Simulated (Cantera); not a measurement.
Cantera run:

```python
import numpy as np
import cantera as ct

gas_names = """
    C CH CH2 CH3 CH2OH CH3O CH4 CH3OH CO CO2 COOH C2 C2H CHCO,ketyl C2H2,acetylene C2H2,vinylidene
    CH2CO,ketene C2H3,vinyl CH3CO,acetyl C2H4 C2H4O,ethylen CH3CHO,ethanal CH3COOH (HCOOH)2 C2H5 C2H6
    CH3OCH3 C2H5OH C2O C3 C3H3,propargyl C3H4,allene C3H4,propyne C3H4,cyclo- C3H5,allyl C3H6,propylene
    C3H6,cyclo- C3H6O C3H7,n-propyl C3H7,i-propyl C3H8 C3H8O,1propanol C3H8O,2propanol C3O2 C4 C4H2
    C4H4,1,3-cyclo- C4H6,butadiene C4H6,2-butyne C4H6,cyclo- C4H8,1-butene C4H8,cis2-buten
    C4H8,tr2-butene C4H8,isobutene C4H8,cyclo- (CH3COOH)2 C4H9,n-butyl C4H9,i-butyl C4H9,s-butyl
    C4H9,t-butyl C4H10,isobutane C4H10,n-butane C5 C5H6,1,3cyclo- C5H8,cyclo- C5H10,1-pentene
    C5H10,cyclo- C5H11,pentyl C5H11,t-pentyl C5H12,n-pentane C5H12,i-pentane CH3C(CH3)2CH3 C6H2
    C6H5,phenyl C6H5O,phenoxy C6H6 C6H5OH,phenol C6H10,cyclo- C6H12,1-hexene C6H12,cyclo- C6H13,n-hexyl
    C7H7,benzyl C7H8 C7H8O,cresol C7H14,1-heptene C7H15,n-heptyl C7H16,n-heptane C8H8,styrene
    C8H10,ethylbenz C8H16,1-octene C8H17,n-octyl C8H18,isooctane C8H18,n-octane C9H19,n-nonyl
    C10H8,naphthale C10H21,n-decyl C12H9,o-bipheny C12H10,bipheny H HCO HO2 H2 HCHO,formaldehy HCOOH H2O
    H2O2 O OH O2 O3
""".split()
cond_names = """
    C(gr) C6H6(L) C7H8(L) C8H18(L),n-octa H2O(s) H2O(L)
""".split()


def load(file, names, dense=False):
    # The tables refer to 1 bar. Condensed volumes are neglected.
    table = {s.name: s for s in ct.Species.list_from_file(file)}
    out = []
    for n in names:
        d = dict(table[n].input_data)
        d["thermo"] = dict(d["thermo"], **{"reference-pressure": 1e5})
        if dense:
            d["equation-of-state"] = {"model": "constant-volume", "density": "1e6 g/cm^3"}
        out.append(ct.Species.from_dict(d))
    return out


gas = ct.Solution(thermo="ideal-gas", species=load("nasa_gas.yaml", gas_names))
cond = {s.name: ct.Solution(thermo="fixed-stoichiometry", species=[s], name=s.name)
        for s in load("nasa_condensed.yaml", cond_names, dense=True)}
atoms = {
    'C6H6': {'C': 6, 'H': 6},
    'H2O': {'H': 2, 'O': 1},
}
top_T = {'C(gr)': 4500}  # K; cautious upper limits of use, not melting points


def equilibrate(T, P, feed):
    n = {}
    for name, mol in feed.items():
        for a, k in atoms[name].items():
            n[a] = n.get(a, 0.0) + k * mol
    gas.TPX = T, P, n
    mass = sum(n.values()) * gas.mean_molecular_weight
    gas.equilibrate("TP")
    valid = [c for c in cond.values() if c.min_temp <= T <= top_T.get(c.name, c.max_temp)]
    mix = ct.Mixture([(gas, mass / gas.mean_molecular_weight)] + [(c, 0.0) for c in valid])
    mix.T, mix.P = T, P
    mix.equilibrate("TP", solver="vcs", rtol=1e-11, max_steps=5000)
    return mix


results = []
feed = {'C6H6': 1, 'H2O': 1.6}  # mol
P = 5800000  # Pa
for T in [1248, 1348, 1448, 1548, 1648, 1748, 1848, 1948, 2048, 2148, 2248, 2348, 2448, 2548]:
    mix = equilibrate(T, P, feed)
    results.append((T, P, feed, dict(zip(mix.species_names, mix.species_moles))))

top = {s: max(r[3][s] / sum(r[3][g] for g in gas_names) for r in results) for s in gas_names}
cols = sorted((s for s in top if top[s] > 1e-06), key=lambda s: -top[s])[:6]
seen = [c for c in cond_names if any(r[3].get(c, 0) > 1e-12 for r in results)]
print("log10 of partial pressures in bar; condensed amounts in mol")
print(f"{'T/K':>10s}" + "".join(f"{s[:9]:>10s}" for s in cols + seen))
for T, P, feed, n in results:
    ng = sum(n[g] for g in gas_names)
    print(f"{T:10.4g}" + "".join(f"{np.log10(max(n[s] / ng * P / 1e5, 1e-99)):10.3f}" for s in cols)
          + "".join(f"{n.get(c, 0):10.4g}" for c in seen))
```

It prints:

```
log10 of partial pressures in bar; condensed amounts in mol
       T/K        H2        CO       CH4       H2O       CO2 C2H2,acet     C(gr)
      1248     1.477     1.057     1.001     0.721     0.109    -5.137      4.11
      1348     1.534     1.137     0.833     0.437    -0.251    -4.386     4.079
      1448     1.569     1.168     0.661     0.141    -0.635    -3.754     4.112
      1548     1.591     1.178     0.494    -0.142    -1.000    -3.213     4.169
      1648     1.605     1.180     0.336    -0.401    -1.331    -2.745     4.222
      1748     1.613     1.181     0.190    -0.636    -1.626    -2.334     4.263
      1848     1.619     1.180     0.056    -0.847    -1.889    -1.971     4.293
      1948     1.622     1.179    -0.066    -1.037    -2.123    -1.646     4.313
      2048     1.624     1.179    -0.177    -1.209    -2.332    -1.355     4.325
      2148     1.626     1.178    -0.279    -1.365    -2.521    -1.092     4.329
      2248     1.626     1.177    -0.372    -1.507    -2.691    -0.854     4.325
      2348     1.626     1.177    -0.457    -1.636    -2.845    -0.637     4.312
      2448     1.625     1.177    -0.537    -1.756    -2.986    -0.438     4.288
      2548     1.623     1.176    -0.611    -1.866    -3.114    -0.257      4.25
```

Method: chemical equilibrium by Gibbs-energy minimisation in Cantera with the NASA 1993 tables (ideal gas, pure condensed phases). The ideal-gas law is rough above about 30 bar.
